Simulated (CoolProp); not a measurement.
A closed Brayton cycle with carbon dioxide: compressor inlet 314.15 K and 8.7 MPa, high pressure 23.5 MPa, turbine inlet 655 K, compressor efficiency 0.8, turbine efficiency 0.9, recuperator effectiveness 0.8 (on enthalpy, no pinch check). Each further row changes one setting.

Values from CoolProp's reference Helmholtz-energy equation of state, Span 1996.

```json
[
 {"case": "as stated", "thermal efficiency (%)": "24.7", "net work (kJ/kg)": "60.1", "compressor to turbine work": "0.39", "compressor exit (K)": "375.2", "turbine exit (K)": "550.2"},
 {"case": "turbine inlet 605 K", "thermal efficiency (%)": "22.5", "net work (kJ/kg)": "50.1", "compressor to turbine work": "0.43", "compressor exit (K)": "375.2", "turbine exit (K)": "(withheld)"},
 {"case": "compressor inlet 324.15 K", "thermal efficiency (%)": "(withheld)", "net work (kJ/kg)": "47.3", "compressor to turbine work": "0.52", "compressor exit (K)": "404.9", "turbine exit (K)": "550.2"},
 {"case": "high pressure 20 MPa", "thermal efficiency (%)": "(withheld)", "net work (kJ/kg)": "53.6", "compressor to turbine work": "0.36", "compressor exit (K)": "364.9", "turbine exit (K)": "566.9"},
 {"case": "recuperator effectiveness 0.5", "thermal efficiency (%)": "19.7", "net work (kJ/kg)": "60.1", "compressor to turbine work": "0.39", "compressor exit (K)": "375.2", "turbine exit (K)": "550.2"}
]
```

Problem. Some entries are withheld; supply them.

Solution. 
- turbine inlet 605 K, turbine exit (K): 504.1
- compressor inlet 324.15 K, thermal efficiency (%): 22.2
- high pressure 20 MPa, thermal efficiency (%): 23.4
